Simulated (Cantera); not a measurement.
A perfectly stirred reactor is fed with CH4 : C2H6 : O2 : N2 = 1 : 1.1 : 9.14 : 34.4 (molar parts), equivalence ratio 0.64, at 101000 Pa; it is adiabatic with a 725 K inlet, and is followed from long to short residence time, starting on the burning branch (τ in s: 0.24, 0.083, 0.029, 0.01, 0.0036, 0.0013, 0.00045, 0.00016, 5.5e-05, 1.9e-05, 6.8e-06).

Cantera simulation using GRI-Mech 3.0 (53 species, 325 reactions); the numbers are that mechanism's predictions, not measurements.

One state of this run: T (K) = 2065; x CH4 = 3.24e-6; x C2H6 = 6.39e-7; x O2 = 0.0708; x HCO = 4.59e-8; x NO = 0.000246. x: mole fraction; the columns are a selection and need not sum to one.

Problem. Which value of τ (s) does it belong to?
(A) 0.083
(B) 0.029
(C) 1.9e-5
(D) 0.24

Solution. B, 0.029
